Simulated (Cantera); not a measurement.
**Thermodynamics of abatement and gas-phase synthesis, feed S + SO₂ + H₂**

Feed: 1 mol S, 0.27 mol SO₂, 0.33 mol H₂, equilibrated at 15.0 bar.

Equilibrium computed with Cantera from the NASA thermochemical tables; the gas is ideal and each condensed phase is pure. Candidate condensed phases: H₂O, H₂SO₄, S; 19 gas species. Kinetics and transport are ignored.

From 1448 K to 2548 K nothing is condensed.

| T (K) | x S₂ | x H₂O | x SO₂ | x H₂S | x H₂ | x SO | x SH | x S₂O |
|---|---|---|---|---|---|---|---|---|
| 1448 | 0.487 | 0.214 | 0.155 | 0.111 | 0.00874 | 0.00101 | 0.000853 | 0.0228 |
| 1548 | 0.490 | 0.217 | 0.152 | 0.102 | 0.0130 | 0.00193 | 0.00156 | 0.0222 |
| 1648 | 0.492 | 0.218 | 0.150 | 0.0942 | 0.0183 | 0.00339 | 0.00262 | 0.0217 |
| 1748 | 0.492 | 0.217 | 0.148 | 0.0866 | 0.0246 | 0.00559 | 0.00414 | 0.0213 |
| 1848 | 0.491 | 0.214 | 0.147 | 0.0796 | 0.0317 | 0.00874 | 0.00619 | 0.0208 |
| 1948 | 0.489 | 0.210 | 0.146 | 0.0730 | 0.0395 | 0.0130 | 0.00882 | 0.0204 |
| 2048 | 0.485 | 0.205 | 0.145 | 0.0669 | 0.0477 | 0.0186 | 0.0121 | 0.0199 |
| 2148 | 0.479 | 0.198 | 0.143 | 0.0611 | 0.0562 | 0.0257 | 0.0159 | 0.0193 |
| 2248 | 0.472 | 0.190 | 0.141 | 0.0557 | 0.0647 | 0.0344 | 0.0204 | 0.0188 |
| 2348 | 0.463 | 0.181 | 0.138 | 0.0507 | 0.0730 | 0.0446 | 0.0253 | 0.0181 |
| 2448 | 0.453 | 0.172 | 0.135 | 0.0461 | 0.0810 | 0.0565 | 0.0308 | 0.0174 |
| 2548 | 0.441 | 0.163 | 0.131 | 0.0417 | 0.0884 | 0.0697 | 0.0366 | 0.0166 |
x: gas mole fraction; nothing condenses.
